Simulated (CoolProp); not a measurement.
Saturation properties of hydrogen sulfide.

Values from CoolProp's reference Helmholtz-energy equation of state, Lemmon 2006. It is a short technical equation, of lower accuracy than the large ones.

```json
[
 {"T (K)": "226.1", "p (kPa)": "189.8", "enthalpy of vaporisation (kJ/kg)": "530.4", "vapour Z": "0.9641", "surface tension (mN/m)": "25.5", "vapour viscosity (µPa s)": "8.83"},
 {"T (K)": "234.7", "p (kPa)": "273.5", "enthalpy of vaporisation (kJ/kg)": "519.5", "vapour Z": "0.9537", "surface tension (mN/m)": "23.7", "vapour viscosity (µPa s)": "9.10"},
 {"T (K)": "243.4", "p (kPa)": "384.5", "enthalpy of vaporisation (kJ/kg)": "507.9", "vapour Z": "0.9415", "surface tension (mN/m)": "21.9", "vapour viscosity (µPa s)": "9.38"},
 {"T (K)": "252.1", "p (kPa)": "526.8", "enthalpy of vaporisation (kJ/kg)": "495.7", "vapour Z": "0.9274", "surface tension (mN/m)": "20.2", "vapour viscosity (µPa s)": "9.65"},
 {"T (K)": "260.7", "p (kPa)": "703.3", "enthalpy of vaporisation (kJ/kg)": "482.9", "vapour Z": "0.9116", "surface tension (mN/m)": "18.5", "vapour viscosity (µPa s)": "9.93"},
 {"T (K)": "269.4", "p (kPa)": "923.4", "enthalpy of vaporisation (kJ/kg)": "469.1", "vapour Z": "0.8936", "surface tension (mN/m)": "16.7", "vapour viscosity (µPa s)": "10.2"},
 {"T (K)": "278.1", "p (kPa)": "1191", "enthalpy of vaporisation (kJ/kg)": "454.4", "vapour Z": "0.8735", "surface tension (mN/m)": "15.1", "vapour viscosity (µPa s)": "10.5"},
 {"T (K)": "286.7", "p (kPa)": "1507", "enthalpy of vaporisation (kJ/kg)": "438.7", "vapour Z": "0.8514", "surface tension (mN/m)": "13.4", "vapour viscosity (µPa s)": "10.8"}
]
```

It boils at 212.9 K under 1 atm.

Viscosity comes from a separate model (Quiñones-Cisneros 2012). Surface tension comes from a separate correlation (Mulero 2012).
